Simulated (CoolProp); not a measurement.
Ethylene at 298.15 K and 0.507 MPa is throttled through a valve to 0.0209 MPa with no heat exchange. Each further row changes one setting.

Model: reference Helmholtz-energy equation of state, Smukala 2000, in CoolProp.

```json
[
 {"case": "as stated", "temperature change (K)": "-5.1", "final density (kg/m³)": "0.241"},
 {"case": "outlet pressure 0.00627 MPa", "temperature change (K)": "-5.2", "final density (kg/m³)": "0.0722"},
 {"case": "outlet pressure 0.0272 MPa", "temperature change (K)": "-5.0", "final density (kg/m³)": "0.314"}
]
```
